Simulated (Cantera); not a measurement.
Feed: 1 mol LiOH, 1.6 mol H₂O, 1.2 mol O₂, at 1448.15 K and 1.00 bar.

Cantera equilibrium calculation (NASA polynomials, part measured and part estimated; ideal gas, pure solids and liquids). Candidate condensed phases: H₂O, Li, LiH, LiOH, Li₂O; 17 gas species. Equilibrium is a limit: real reactors are often held back by kinetics, nucleation or transport.

Question: What is the equilibrium state?

Answer: x(H₂O): 0.624
x(O₂): 0.361
x(LiOH): 0.0146
x(Li₂(OH)₂): 0.000543
x(OH): 0.000140
x(O): 1.17e-6
n(Li₂O(s)): 0.474 mol
gas amount: 3.324 mol
log10 activity of Li(l) (absent): -7.20
